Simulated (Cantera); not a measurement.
Premixed flame

A freely propagating, adiabatic, planar premixed flame of H2 : O2 : N2 = 1 : 0.333 : 1.25 (molar parts), unburnt at 425 K and 1000000 Pa; unity-Lewis-number transport, grid criteria slope 0.08 and curve 0.16, no radiation.

Computed with Cantera and the H2/O2 subset of GRI-Mech 3.0, which has no nitrogen chemistry. The hydrogen kinetics of GRI-Mech 3.0 are dated; newer H2 mechanisms differ, most at raised pressure. Unity Lewis numbers drop preferential diffusion, which matters most where H2 and H carry the flame. Burning velocities carry a grid error of a few per cent, more on coarse grids.

```tsv
z (mm)	T (K)	u (m/s)	x H2	x O2	x OH	x H2O2	x H	x O
-0.0664	425	3.05	0.387	0.129	<1e-8	8.51e-8	<1e-8	<1e-8
-0.0443	426	3.06	0.387	0.129	<1e-8	5.87e-7	<1e-8	<1e-8
-0.0332	429	3.08	0.387	0.129	<1e-8	2.15e-6	<1e-8	3.37e-8
-0.0221	448	3.21	0.385	0.128	2.99e-8	1.09e-5	<1e-8	3.06e-7
-0.0111	668	4.72	0.363	0.115	2.56e-5	6.96e-5	1.97e-5	2.00e-5
-0.00553	1067	7.35	0.316	0.0899	0.000626	8.14e-5	0.00245	0.000277
0	1514	10.1	0.238	0.0526	0.00238	1.89e-5	0.0180	0.00142
0.00553	1800	11.8	0.175	0.0230	0.00516	3.87e-6	0.0347	0.00213
0.0111	1952	12.6	0.149	0.00949	0.00702	2.38e-6	0.0381	0.00195
0.0221	2096	13.4	0.139	0.00232	0.00733	1.19e-6	0.0308	0.00125
0.0443	2206	14.0	0.141	0.000606	0.00552	5.75e-7	0.0195	0.000540
0.0885	2277	14.4	0.144	0.000195	0.00349	2.72e-7	0.0111	0.000187
0.177	2319	14.6	0.146	5.91e-5	0.00201	1.08e-7	0.00608	5.73e-5
```
x: mole fraction of selected species; z is measured from the peak of heat release.

```
Quantity                      Value
------------------------  ---------
laminar burning velocity   305 cm/s
thermal thickness         0.0221 mm
peak x(OH)                  0.00753
peak x(H2O2)                8.76e-5
peak x(H)                    0.0383
peak x(O)                   0.00214
```
